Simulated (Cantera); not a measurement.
Feed: 1 mol SO2, 0.018 mol O2, 0.14 mol H2, equilibrated at 0.0100 bar.

These are equilibrium values from Cantera (NASA tables, ideal gas, pure condensed phases), not measurements of a reactor. Candidate condensed phases: H2O, H2SO4, S; 34 gas species. Ions and electrons are included (thermal ionisation). Equilibrium is a limit: real reactors are often held back by kinetics, nucleation or transport. All values below are at 3750 K.

Base state: O 0.601, S 0.291, H 0.0852, SO 0.0161, O2 0.00458, OH 0.000892, S2 0.000393, SO2 0.000155 (mole fractions); condensed: gas only.

Task: What changes in the equilibrium state with this change: pressure from 0.0100 bar to 0.130 bar?

Result: 
```tsv
species	before	after
O	0.601	0.497
S	0.291	0.217
SO	0.0161	0.129
SO2	0.000155	0.0133
O2	0.00458	0.0406
H	0.0852	0.0889
H2O	1.45e-6	0.000220
S2O	4.25e-7	3.28e-5
H2	7.22e-5	0.00102
OH	0.000892	0.01000
SH	9.33e-5	0.000940
```
